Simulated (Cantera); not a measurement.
An isothermal, constant-pressure homogeneous reactor starts with 2.82 % CH4, 97.2 % H2, at 1848 K and 0.0263 atm.

Detailed kinetics in Cantera: GRI-Mech 3.0 (53 species, 325 reactions). GRI-Mech 3.0 stops at C3 and has no aromatics, soot or wall deposition, so with more carbon than oxygen in the feed, carbon stays in small species such as C2H2 where larger ones or solid carbon would form. Radical loss at walls, strong at low pressure, is not modelled.

x: mole fraction; the columns are a selection and need not sum to one.

| t (s) | x CH4 | x H2 | x CH3 | x C2H6 | x H | x CH2 | x C2H2 |
|---|---|---|---|---|---|---|---|
| 1.00e-5 | 0.0282 | 0.972 | 1.09e-6 | <1e-12 | 1.31e-6 | <1e-12 | <1e-12 |
| 3.01e-5 | 0.0282 | 0.972 | 2.97e-6 | 2.93e-12 | 4.23e-6 | 8.35e-12 | <1e-12 |
| 9.06e-5 | 0.0282 | 0.972 | 8.32e-6 | 7.20e-11 | 1.34e-5 | 9.92e-11 | <1e-12 |
| 0.000273 | 0.0282 | 0.972 | 2.43e-5 | 1.45e-9 | 4.09e-5 | 1.07e-9 | 7.27e-11 |
| 0.000820 | 0.0281 | 0.972 | 7.23e-5 | 2.06e-8 | 0.000124 | 1.02e-8 | 7.17e-9 |
| 0.00247 | 0.0280 | 0.971 | 0.000215 | 1.97e-7 | 0.000372 | 9.11e-8 | 7.86e-7 |
| 0.00743 | 0.0273 | 0.971 | 0.000607 | 1.21e-6 | 0.00108 | 7.00e-7 | 6.70e-5 |
| 0.0224 | … | 0.971 | … | … | … | … | … |
| 0.0673 | 0.0152 | 0.975 | 0.000811 | 1.30e-6 | 0.00260 | 2.16e-6 | 0.00584 |
| 0.203 | 0.00657 | 0.980 | 0.000385 | 2.72e-7 | 0.00286 | 1.21e-6 | 0.0103 |
| 0.610 | 0.00216 | 0.982 | 0.000137 | 3.22e-8 | 0.00310 | 4.90e-7 | 0.0126 |
| 1.83 | … | 0.983 | … | … | 0.00321 | … | 0.0133 |
| 5.52 | 0.000234 | 0.983 | 1.55e-5 | 4.45e-10 | 0.00324 | 5.94e-8 | 0.0136 |
| 16.6 | 0.000130 | 0.983 | 8.63e-6 | 1.72e-10 | 0.00324 | 3.33e-8 | 0.0136 |
| 50.0 | 0.000124 | 0.983 | 8.18e-6 | 1.59e-10 | 0.00324 | 3.15e-8 | 0.0136 |

Some entries are withheld; supply them.


- 0.0224, x CH4: 0.0239
- 0.0224, x CH3: 0.00109
- 0.0224, x C2H6: 2.63e-6
- 0.0224, x H: 0.00222
- 0.0224, x CH2: 2.39e-6
- 0.0224, x C2H2: 0.00143
- 1.83, x CH4: 0.000672
- 1.83, x CH3: 4.40e-5
- 1.83, x C2H6: 3.28e-9
- 1.83, x CH2: 1.66e-7
